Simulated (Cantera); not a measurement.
Feed: 1 mol SiH₂Cl₂, a varied amount of H₂O, 1.1 mol N₂, at 702 °C and 0.133 bar.

Method: chemical equilibrium by Gibbs-energy minimisation in Cantera with the NASA 1993 tables (ideal gas, pure condensed phases). Candidate condensed phases: H₂O, NH₄Cl, Si, SiO₂, Si₂N₂O, Si₃N₄; 47 gas species. N₂ is the only nitrogen source here; it is nearly inert below about 1500 K, so the nitride shown seldom forms there in practice. Kinetics and transport are ignored.

**Question.** Which condensed phases are stable at each of these points (n(H₂O) (mol)): 0.14, 0.19, 0.27, 0.37, 0.51, 0.71, 0.99, 1.4, 1.9?

**Answer.** 
```
n(H₂O) (mol)            condensed phases  Si condensed (%)
------------  --------------------------  ----------------
0.14                Si₂N₂O(s) + Si₃N₄(s)              73.2
0.19                Si₂N₂O(s) + Si₃N₄(s)              73.8
0.27                Si₂N₂O(s) + Si₃N₄(s)              74.7
0.37                Si₂N₂O(s) + Si₃N₄(s)              75.9
0.51          SiO₂(β-quartz) + Si₂N₂O(s)              99.5
0.71          SiO₂(β-quartz) + Si₂N₂O(s)              99.8
0.99          SiO₂(β-quartz) + Si₂N₂O(s)              99.9
1.4           SiO₂(β-quartz) + Si₂N₂O(s)             100.0
1.9           SiO₂(β-quartz) + Si₂N₂O(s)             100.0
```

From 0.14 mol H₂O to 0.37 mol H₂O the condensed part is Si₂N₂O(s) + Si₃N₄(s). From 0.51 mol H₂O to 1.9 mol H₂O the condensed part is SiO₂(β-quartz) + Si₂N₂O(s).
